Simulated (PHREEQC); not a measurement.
**Geothermal or formation water**

A made-up water analysis in mmol/kgw, 70 °C, pH 7.23: Na 293; K 0.121; Ca 6.73; Mg 51.6; Cl 404; S(6) 8.63; Alkalinity (meq/kgw) 0.0254; Li 0.355.

Valence states are taken as typed.

The numbers come from PHREEQC with the Pitzer model, pitzer.dat.

This is a speciation only: nothing precipitates in the calculation.

What activity of water does the model give?

activity of water 0.988.

In which forms is C present?

HCO3- 92 %, CO2 6.1 %, MgCO3 1.3 %, CO3-2 0.8 % of the C.

At this temperature some constants are extrapolated from 25 °C, and those without enthalpy data are left unchanged.
